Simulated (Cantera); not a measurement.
A closed system holds: 1 mol Pb, 5.2 mol H₂O, 3.1 mol CO, held at 1200 K and 0.0200 bar.

Method: chemical equilibrium by Gibbs-energy minimisation in Cantera with the NASA 1993 tables (ideal gas, pure condensed phases). Candidate condensed phases: C, C₆H₆, C₇H₈, C₈H₁₈, H₂O, Pb, PbO, PbO₂, Pb₃O₄; 113 gas species. Equilibrium is a limit: real reactors are often held back by kinetics, nucleation or transport.

Base state: H₂O 0.397, H₂ 0.210, CO₂ 0.210, CO 0.152, Pb 0.0322 (mole fractions); condensed: Pb(l).

### Question
What changes in the equilibrium state with this change: Pb replaced by Al?

### Answer
| species | before | after |
|---|---|---|
| H₂ | 0.210 | 0.329 |
| H₂O | 0.397 | 0.297 |
| CO | 0.152 | 0.225 |
| Pb | 0.0322 | 0 |
| CO₂ | 0.210 | 0.148 |
| Pb(l), mol | 0.724 | 0 |
| Al₂O₃(s), mol | 0 | 0.500 |
Further candidate phases: Al, Al₂O₃.

### Question
What changes in the equilibrium state with this change: H₂O from 5.2 to 0.072 mol?

### Answer
```tsv
species	before	after
CO	0.152	0.925
Pb	0.0322	0.0322
CO₂	0.210	0.0213
H₂O	0.397	0.000673
H₂	0.210	0.0213
Pb(l), mol	0.724	0.895
```
